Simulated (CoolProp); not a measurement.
The numbers come from the reference Helmholtz-energy equation of state, Thol 2019 in CoolProp.

Task: Give the vapour pressure (bar), surface tension (mN/m), liquid conductivity (mW/(m K)) of saturated n-hexane at 128.75, 144.35, 149.55 °C.

Result: 
```tsv
T (°C)	p (bar)	surface tension (mN/m)	liquid conductivity (mW/(m K))
128.75	4.86	7.70	93.9
144.35	6.74	6.32	90.7
149.55	7.47	5.87	89.7
```

Thermal conductivity comes from a separate model (Assael 2013). Surface tension comes from a separate correlation (Mulero 2012).
